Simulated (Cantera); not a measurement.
A closed system holds: 1 mol AlN, 0.38 mol H2O, 0.54 mol H2, equilibrated at 0.133 bar.

These are equilibrium values from Cantera (NASA tables, ideal gas, pure condensed phases), not measurements of a reactor. Candidate condensed phases: Al, AlN, Al2O3, H2O; 35 gas species. Mutual solubility and eutectic melting of coexisting phases are not modelled. Rates play no part.

Over these rows the condensed part is AlN(s) + Al2O3(s). Partial pressures as log10 of bar:

| T (K) | 1000/T (1/K) | log p Al2O | log p H2 | log p N2 |
|---|---|---|---|---|
| 1598 | 0.6258 | -9.21 | -0.93 | -1.79 |
| 1648 | 0.6068 | -8.40 | -0.93 | -1.79 |
| 1698 | 0.5889 | -7.65 | -0.93 | -1.79 |
| 1748 | 0.5721 | -6.94 | -0.93 | -1.79 |
| 1798 | 0.5562 | -6.27 | -0.93 | -1.79 |
| 1848 | 0.5411 | ? | -0.93 | -1.79 |

Q: Fit log p(Al2O) = a + b·(1000/T) to the five rows, give the apparent enthalpy, and predict the row at 1848 K.

A: Means: 1000/T = 0.5900, log p = -7.694. Sxy = -0.127810, Sxx = 0.0030279, so b = -42.21 and a = -7.694 − (-42.21)×0.5900 = 17.21.
Apparent enthalpy: −19.145 × (-42.21) = 808 kJ/mol. With the condensed phases at unit activity, 4/3 AlN(s) + 1/3 Al2O3(s) = Al2O(g) + 2/3 N2(g) links this pressure to the main gases: over the six rows their terms move log p by +0.00 in all, so the slope is close to that reaction's ΔH°. The five rows lie within 0.01 of the line.
Prediction at 1848 K: 17.21 + (-42.21)×0.5411 = -5.63. The computed value is -5.64, 0.01 from the line.
